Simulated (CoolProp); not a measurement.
Fluorine along the isotherm 119.3 K: Z from the reference equation and from simpler models built on Tc = 144.4 K, pc = 5.240 MPa, ω = 0.045; each cubic takes its own stable root.

Model: reference Helmholtz-energy equation of state, de Reuck 1990, in CoolProp.

| p (MPa) | phase | reference |
|---|---|---|
| 0.0249 | gas | 0.9972 |
| 0.0419 | gas | 0.9952 |
| 0.0708 | gas | 0.9919 |
| 0.119 | gas | 0.9863 |
| 0.202 | gas | 0.9766 |
| 0.34 | gas | 0.9601 |
| 0.574 | gas | 0.9311 |
| 0.969 | gas | 0.8780 |
| 1.64 | liquid | 0.05168 |
| 2.76 | liquid | 0.08626 |
| 4.66 | liquid | 0.1438 |
| 7.86 | liquid | 0.2382 |

Question: How far does each simpler model (van der Waals, Redlich-Kwong) lie from the reference over these 12 states: mean and median of the absolute difference, and the worst?

Answer: 
- van der Waals: mean 136.5 %, median 1.3 %, worst +1499.7 % at 119.3 K and 1.64 MPa
- Redlich-Kwong: mean 1.3 %, median 0.1 %, worst +5.0 % at 119.3 K and 1.64 MPa

At some of these states van der Waals gives the other phase, because its saturation line lies elsewhere.
